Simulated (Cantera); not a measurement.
Premixed flame

A freely propagating, adiabatic, planar premixed flame of CH₄ : CO : O₂ : N₂ = 1 : 1.5 : 2.12 : 6.98 (molar parts), equivalence ratio 1.3, unburnt at 598 K and 0.632 atm; mixture-averaged transport, grid criteria slope 0.08 and curve 0.16, no radiation.

Model: GRI-Mech 3.0 (53 species, 325 reactions), integrated in Cantera. Burning velocities carry a grid error of a few per cent, more on coarse grids.

| z (mm) | T (K) | u (m/s) | x CH₄ | x CO | x O₂ | x HCO | x HCN | x CH₃ |
|---|---|---|---|---|---|---|---|---|
| -1.17 | 598 | 2.10 | 0.0862 | 0.129 | 0.183 | <1e-8 | <1e-8 | 1.20e-8 |
| -0.781 | 598 | 2.10 | 0.0860 | 0.129 | 0.182 | <1e-8 | <1e-8 | 2.29e-7 |
| -0.586 | 600 | 2.11 | 0.0857 | 0.129 | 0.182 | <1e-8 | <1e-8 | 1.62e-6 |
| -0.391 | 627 | 2.22 | 0.0839 | 0.128 | 0.180 | <1e-8 | <1e-8 | 2.04e-5 |
| -0.195 | 933 | 3.36 | 0.0673 | 0.131 | 0.159 | 1.28e-6 | 3.27e-7 | 0.000461 |
| -0.0977 | 1344 | 4.90 | 0.0404 | 0.141 | 0.122 | 3.01e-5 | 1.26e-6 | 0.00262 |
| 0 | 1758 | 6.46 | 0.0115 | 0.153 | 0.0734 | 0.000117 | 3.28e-6 | 0.00313 |
| 0.0977 | 1953 | 7.17 | 0.00126 | 0.149 | 0.0396 | 5.33e-5 | 3.67e-6 | 0.000639 |
| 0.195 | 2006 | 7.33 | 7.23e-5 | 0.135 | 0.0247 | 5.41e-6 | 1.94e-6 | 4.47e-5 |
| 0.391 | 2048 | 7.42 | 2.07e-7 | 0.117 | 0.0162 | 2.74e-7 | 3.42e-7 | 1.51e-7 |
| 0.781 | 2095 | 7.54 | <1e-8 | 0.108 | 0.0130 | 2.18e-7 | 1.70e-8 | <1e-8 |
| 1.56 | 2154 | 7.71 | <1e-8 | 0.106 | 0.0112 | 1.77e-7 | <1e-8 | <1e-8 |
| 3.13 | 2231 | 7.95 | <1e-8 | 0.104 | 0.00910 | 1.30e-7 | <1e-8 | <1e-8 |
x: mole fraction of selected species; z is measured from the peak of heat release.

| Item | Value |
|---|---|
| laminar burning velocity | 210 cm/s |
| thermal thickness | 0.391 mm |
| peak x(HCO) | 0.000119 |
| peak x(HCN) | 3.96e-6 |
| peak x(CH₃) | 0.00367 |
| grid points | 157 |
